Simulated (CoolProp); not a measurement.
Computed with CoolProp (reference Helmholtz-energy equation of state, Thol 2022).

Give the vapour pressure (kPa), liquid density (kg/m³), vapour density (kg/m³), enthalpy of vaporisation (kJ/kg) of saturated vinyl chloride at 247.7, 250.1, 257.3 K.


```
T (K)  p (kPa)  liquid density (kg/m³)  vapour density (kg/m³)  enthalpy of vaporisation (kJ/kg)
-----  -------  ----------------------  ----------------------  --------------------------------
247.7     61.4                     990                    1.90                               365
250.1     68.5                     986                    2.10                               363
257.3     93.4                     974                    2.81                               357
```
